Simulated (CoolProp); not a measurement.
Vapour-liquid equilibrium of toluene (1) + m-xylene (2) at 40.15 °C; x and y are mole fractions of (1).

Computed with CoolProp (multi-fluid Helmholtz-energy mixture model, Lemmon 2006 and Zhou 2012; pair parameters Bell 2016).

```json
[
 {"x": "0.05", "bubble pressure (bar)": "0.02851", "y at the bubble point": "0.149", "dew pressure at overall composition x (bar)": "0.02646", "liquid density (mol/L)": "8.030"},
 {"x": "0.2", "bubble pressure (bar)": "0.03773", "y at the bubble point": "0.459", "dew pressure at overall composition x (bar)": "0.02970", "liquid density (mol/L)": "8.194"},
 {"x": "0.35", "bubble pressure (bar)": "0.04678", "y at the bubble point": "0.644", "dew pressure at overall composition x (bar)": "0.03386", "liquid density (mol/L)": "8.365"},
 {"x": "0.5", "bubble pressure (bar)": "0.05523", "y at the bubble point": "0.764", "dew pressure at overall composition x (bar)": "0.03942", "liquid density (mol/L)": "8.542"},
 {"x": "0.65", "bubble pressure (bar)": "0.06298", "y at the bubble point": "0.850", "dew pressure at overall composition x (bar)": "0.04714", "liquid density (mol/L)": "8.728"},
 {"x": "0.8", "bubble pressure (bar)": "0.07017", "y at the bubble point": "0.918", "dew pressure at overall composition x (bar)": "0.05827", "liquid density (mol/L)": "8.924"},
 {"x": "0.95", "bubble pressure (bar)": "0.07714", "y at the bubble point": "0.980", "dew pressure at overall composition x (bar)": "0.07376", "liquid density (mol/L)": "9.131"}
]
```

No azeotrope shows between x = 0.05 and 0.95.

The pair parameters rest on a limited set of measurements; away from them the model extrapolates.
